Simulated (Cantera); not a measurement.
An isothermal, constant-pressure homogeneous reactor starts with CH4 : H2 = 0.019 : 1 (molar parts), at 2600 K and 8900 Pa.

Computed with Cantera and GRI-Mech 3.0 (53 species, 325 reactions). GRI-Mech 3.0 stops at C3 and has no aromatics, soot or wall deposition, so with more carbon than oxygen in the feed, carbon stays in small species such as C2H2 where larger ones or solid carbon would form.

x: mole fraction; the columns are a selection and need not sum to one.

```
t (s)       x CH4   x H2    x CH3     x CH2     x C2H      x H
--------  -------  -----  -------  --------  --------  -------
2.00e-5    0.0172  0.977        ?   8.45e-6  7.01e-10  0.00410
0.000111   0.0122  0.963        ?  0.000119   1.25e-6   0.0199
0.000616  0.00165  0.946        ?   9.17e-5   2.97e-5   0.0434
0.00342   8.18e-5  0.927        ?   1.15e-5   5.31e-5   0.0644
0.0190    9.52e-6  0.888        ?   3.79e-6   8.78e-5    0.104
0.105     6.60e-6  0.870  1.60e-5   3.71e-6  0.000103    0.121
0.585     6.60e-6  0.870  1.60e-5   3.71e-6  0.000103    0.121
3.25      6.60e-6  0.870  1.60e-5   3.71e-6  0.000103    0.121
18.0      6.60e-6  0.870  1.60e-5   3.71e-6  0.000103    0.121
100       6.60e-6  0.870  1.60e-5   3.71e-6  0.000103    0.121
```

Question: Fill in the missing entries.

Answer: 
- 2.00e-5, x CH3: 0.00137
- 0.000111, x CH3: 0.00447
- 0.000616, x CH3: 0.00133
- 0.00342, x CH3: 9.98e-5
- 0.0190, x CH3: 1.94e-5
